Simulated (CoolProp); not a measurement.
Diethyl ether along the isotherm 274.85 °C: Z from the reference equation and from simpler models built on Tc = 194.7 °C, pc = 3.717 MPa, ω = 0.282; each cubic takes its own stable root.

The numbers come from the reference Helmholtz-energy equation of state, Thol 2014 in CoolProp.

```
p (MPa)          phase  reference
-------  -------------  ---------
0.0176             gas     0.9991
0.0275             gas     0.9986
0.0428             gas     0.9978
0.0666             gas     0.9966
0.104              gas     0.9946
0.161              gas     0.9917
0.251              gas     0.9870
0.391              gas     0.9796
0.609              gas     0.9680
0.949              gas     0.9494
1.48               gas     0.9194
2.3                gas     0.8707
3.58               gas     0.7892
5.58     supercritical     0.6566
```

How far does each simpler model (Soave-Redlich-Kwong, Peng-Robinson) lie from the reference over these 14 states: mean and median of the absolute difference, and the worst?


- Soave-Redlich-Kwong: mean 0.6 %, median 0.0 %, worst +5.5 % at 274.85 °C and 5.58 MPa
- Peng-Robinson: mean 0.5 %, median 0.3 %, worst -1.5 % at 274.85 °C and 2.3 MPa
